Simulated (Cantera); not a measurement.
What does this Cantera script print?

```python
import numpy as np
import cantera as ct

gas = ct.Solution("gri30.yaml")
gas.TPX = 2000, 13332, {'C2H6': 1, 'N2': 1.1}
reactor = ct.IdealGasConstPressureReactor(gas, energy="off", clone=False)
net = ct.ReactorNet([reactor])
net.rtol, net.atol = 1e-08, 1e-18
show = ['C2H6', 'HCN', 'CH3', 'CH4', 'C2H', 'H']
times = np.geomspace(0.001, 30, 10)

steps = ct.SolutionArray(gas, extra=["t"])
rows = []
print(f"{'t/s':>10s}{'T/K':>9s}{'P/Pa':>11s}" + "".join(f"{s:>11s}" for s in show))
for t in times:
    while net.time < t:
        t_next = net.step()
        steps.append(gas.state, t=t_next)
    rows.append([np.interp(t, steps.t, y) for y in (steps.T, steps.P, *steps(*show).X.T)])
    print(f"{t:10.3e}{rows[-1][0]:9.1f}{rows[-1][1]:11.4g}" + "".join(f"{x:11.3e}" for x in rows[-1][2:]))
rate = np.gradient(steps.T, steps.t)
print("integrator steps:", len(steps.t))
if steps.T.max() > steps.T[0] + 200:
    print(f"time of steepest temperature rise: {steps.t[rate.argmax()]:.4e} s")
gas.TPX = 2000, 13332, {'C2H6': 1, 'N2': 1.1}
gas.equilibrate("TP")
print(f"equilibrium (TP): T = {gas.T:.1f} K  " + "  ".join(f"{s} {gas[s].X[0]:.3e}" for s in show))
```

It prints:

```
       t/s      T/K       P/Pa       C2H6        HCN        CH3        CH4        C2H          H
 1.000e-03   2000.0  1.333e+04  4.060e-05  6.768e-06  4.706e-03  5.721e-02  1.819e-05  1.827e-03
 3.144e-03   2000.0  1.333e+04  9.680e-06  8.961e-06  2.389e-03  2.576e-02  2.103e-05  2.187e-03
 9.884e-03   2000.0  1.333e+04  1.039e-06  1.384e-05  8.326e-04  7.478e-03  2.560e-05  2.713e-03
 3.107e-02   2000.0  1.333e+04  7.275e-08  2.157e-05  2.279e-04  1.833e-03  2.868e-05  3.057e-03
 9.769e-02   2000.0  1.333e+04  7.995e-09  3.059e-05  7.195e-05  5.682e-04  2.923e-05  3.119e-03
 3.071e-01   2000.0  1.333e+04  3.505e-09  4.384e-05  4.345e-05  3.426e-04  2.927e-05  3.124e-03
 9.655e-01   2000.0  1.333e+04  3.393e-09  8.023e-05  4.250e-05  3.351e-04  2.927e-05  3.125e-03
 3.035e+00   2000.0  1.333e+04  3.393e-09  1.943e-04  4.250e-05  3.350e-04  2.927e-05  3.125e-03
 9.543e+00   2000.0  1.333e+04  3.391e-09  5.481e-04  4.249e-05  3.350e-04  2.925e-05  3.125e-03
 3.000e+01   2000.0  1.333e+04  3.386e-09  1.617e-03  4.246e-05  3.348e-04  2.918e-05  3.125e-03
integrator steps: 1520
equilibrium (TP): T = 2000.0 K  C2H6 2.521e-09  HCN 1.305e-01  CH3 3.674e-05  CH4 2.897e-04  C2H 2.143e-05  H 3.125e-03
```

Model: GRI-Mech 3.0 (53 species, 325 reactions), integrated in Cantera. GRI-Mech 3.0 stops at C3 and has no aromatics, soot or wall deposition, so with more carbon than oxygen in the feed, carbon stays in small species such as C2H2 where larger ones or solid carbon would form.
